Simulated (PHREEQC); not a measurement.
**Leach liquor**

Make-up at 25 °C: 0.0024 mol/kgw H2SO4, 9e-05 mol/kgw FeSO4 and 0.043 mol/kgw NiSO4. Closed to the air; pH follows from the charge balance.

All values are PHREEQC results (ion-association model, wateq4f.dat), not measurements.

Precipitation was switched off in this run.

Question: What pH, ionic strength does the model give?

Answer: pH 2.70; ionic strength 0.106 mol/kgw.

Question: In which forms is S present?

Answer: SO4-2 57 %, NiSO4 38 %, HSO4- 5.2 % of the S.
